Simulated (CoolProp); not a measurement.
Properties of fluorine along the isobar 6740 kPa (Tc = 144.4 K, pc = 5240 kPa, ω = 0.045).

The numbers come from the reference Helmholtz-energy equation of state, de Reuck 1990 in CoolProp.

```tsv
T (K)	phase	cp (kJ/(kg K))	cv (kJ/(kg K))	speed of sound (m/s)	Joule-Thomson coefficient (K/MPa)	isothermal compressibility (1/MPa)
93.2	liquid	1.505	0.8048	786.1	-0.2522	0.002068
104.1	liquid	1.552	0.7722	699.9	-0.1969	0.002964
115.1	liquid	1.631	___	609.3	-0.1064	0.004555
126.1	liquid	1.785	0.7244	509.2	0.06010	0.007993
137.1	liquid	2.194	0.7172	389.7	0.4423	0.01918
148.1	supercritical	5.171	0.8110	219.6	2.052	0.1703
159.1	supercritical	2.545	0.7230	187.0	5.160	0.3003
170.1	supercritical	1.584	0.6642	204.7	4.851	0.2204
181	supercritical	1.299	0.6411	218.2	___	0.1933
192	supercritical	1.157	0.6273	229.6	3.924	0.1793
203	supercritical	1.072	0.6180	___	3.525	0.1708
214	supercritical	1.016	0.6116	248.8	3.175	0.1652
225	supercritical	0.9774	0.6074	257.2	2.870	0.1612
```

Q: What belongs in the gaps?

A: 
- 115.1, cv (kJ/(kg K)): 0.7451
- 181, Joule-Thomson coefficient (K/MPa): 4.375
- 203, speed of sound (m/s): 239.7

The peak of cp marks the crossing from liquid-like to gas-like fluid above the critical point.
